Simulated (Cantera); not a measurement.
Charge: 1 mol Cr, 0.14 mol N₂O, 3.1 mol H₂, equilibrated at 2125 °C and 0.100 bar.

Method: chemical equilibrium by Gibbs-energy minimisation in Cantera with the NASA 1993 tables (ideal gas, pure condensed phases). Candidate condensed phases: Cr, CrN, Cr₂N, Cr₂O₃, H₂O; 29 gas species. Equilibrium is a limit: real reactors are often held back by kinetics, nucleation or transport.

Base state: H₂ 0.671, Cr 0.223, H 0.0409, N₂ 0.0323, H₂O 0.0241, CrO 0.00780, OH 0.000269, CrO₂ 9.05e-5 (mole fractions); condensed: gas only.

**Question.** What changes in the equilibrium state with this change: temperature from 2125 °C to 625 °C?

**Answer.** 
```json
[
 {"species": "H₂", "before": "0.671", "after": "1.000"},
 {"species": "N₂", "before": "0.0323", "after": "1.59e-6"},
 {"species": "H₂O", "before": "0.0241", "after": "1.45e-6"},
 {"species": "Cr", "before": "0.223", "after": "<1e-9"},
 {"species": "H", "before": "0.0409", "after": "<1e-9"},
 {"species": "CrO", "before": "0.00780", "after": "<1e-9"},
 {"species": "OH", "before": "0.000269", "after": "<1e-9"},
 {"species": "Cr(s), mol", "before": "0", "after": "0.347"},
 {"species": "Cr₂N(s), mol", "before": "0", "after": "0.280"},
 {"species": "Cr₂O₃(s), mol", "before": "0", "after": "0.0467"}
]
```

**Question.** What changes in the equilibrium state with this change: H₂ from 3.1 to 360 mol?

**Answer.** 
| species | before | after |
|---|---|---|
| H₂ | 0.671 | 0.948 |
| H | 0.0409 | 0.0485 |
| Cr | 0.223 | 0.00270 |
| N₂ | 0.0323 | 0.000378 |
| H₂O | 0.0241 | 0.000374 |
| CrO₂ | 9.05e-5 | <1e-9 |
| CrO | 0.00780 | 1.04e-6 |
| O | 1.09e-5 | 1.20e-7 |
| OH | 0.000269 | 3.51e-6 |

**Question.** What changes in the equilibrium state with this change: temperature from 2125 °C to 1250 °C?

**Answer.** 
| species | before | after |
|---|---|---|
| H₂ | 0.671 | 0.955 |
| N₂ | 0.0323 | 0.0432 |
| H₂O | 0.0241 | 0.00138 |
| Cr | 0.223 | 8.96e-6 |
| H | 0.0409 | 7.14e-5 |
| CrO | 0.00780 | 4.24e-9 |
| CrO₂ | 9.05e-5 | <1e-9 |
| OH | 0.000269 | 3.17e-9 |
| O | 1.09e-5 | <1e-9 |
| Cr(s), mol | 0 | 0.910 |
| Cr₂O₃(s), mol | 0 | 0.0452 |
Mutual solubility and eutectic melting of coexisting phases are not modelled.
